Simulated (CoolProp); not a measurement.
Vapour-liquid equilibrium of carbon dioxide (1) + CHF3 (R23) (2) at 10.1 bar; x and y are mole fractions of (1).

Values from CoolProp's multi-fluid Helmholtz-energy mixture model, Span 1996 and Penoncello 2003; pair parameters Bell 2016.

```tsv
x	bubble temperature, mixture model (°C)	bubble temperature, Raoult's law (°C)	y, mixture model	y, Raoult's law
0.05	-30.8	-30.5	0.071	0.069
0.15	-32.4	-31.7	0.204	0.200
0.25	-33.8	-32.8	0.324	0.321
0.35	-35.1	-33.9	0.432	0.433
0.45	-36.2	-34.9	0.531	0.537
0.55	-37.2	-35.9	0.622	0.634
0.65	-38.0	-36.8	0.707	0.725
0.75	-38.7	-37.7	0.789	0.810
0.85	-39.3	-38.6	0.871	0.890
0.95	-39.7	-39.4	0.955	0.964
```

The largest gap from Raoult's law is -1.3 K in bubble temperature, at x = 0.55. No azeotrope shows between x = 0.05 and 0.95.

The pair parameters rest on a limited set of measurements; away from them the model extrapolates.
